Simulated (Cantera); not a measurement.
A perfectly stirred reactor is fed with CO : H2 : O2 : N2 = 1 : 0.06 : 0.312 : 0.935 (molar parts), equivalence ratio 1.7, at 0.987 atm; it is adiabatic with a 750 K inlet, and is followed from long to short residence time, starting on the burning branch (τ in s: 0.041, 0.02, 0.0097, 0.0047, 0.0023, 0.0011, 0.00054, 0.00026, 0.00013, 6.1e-05, 3e-05, 1.4e-05).

Computed with Cantera and GRI-Mech 3.0 (53 species, 325 reactions).

### Question
What does this change do: pressure from 0.987 atm to 7.40 atm?

### Answer
```
quantity                                                                      before                                   after
------------------------------------------------  ----------------------------------  --------------------------------------
blow-out, bracketed by the residence times tried  burning at 61.0 µs, out at 30.0 µs  burning at 14.0 µs, the shortest tried
x(CO) at τ = 41.0 ms                                                           0.235                                   0.224
x(H2) at τ = 41.0 ms                                                         0.00317                                 0.00298
x(O2) at τ = 41.0 ms                                                         0.00788                                 0.00271
x(HO2) at τ = 41.0 ms                                                        7.78e-7                                 7.87e-7
x(N2O) at τ = 41.0 ms                                                        1.63e-7                                 3.41e-7
x(CO) at τ = 0.540 ms                                                          0.275                                   0.233
x(H2) at τ = 0.540 ms                                                        0.00380                                 0.00310
x(O2) at τ = 0.540 ms                                                         0.0296                                 0.00776
x(HO2) at τ = 0.540 ms                                                       3.70e-6                                 2.10e-6
x(N2O) at τ = 0.540 ms                                                       1.20e-7                                 4.85e-7
```
The hydrogen kinetics of GRI-Mech 3.0 are dated; newer H2 mechanisms differ, most at raised pressure.
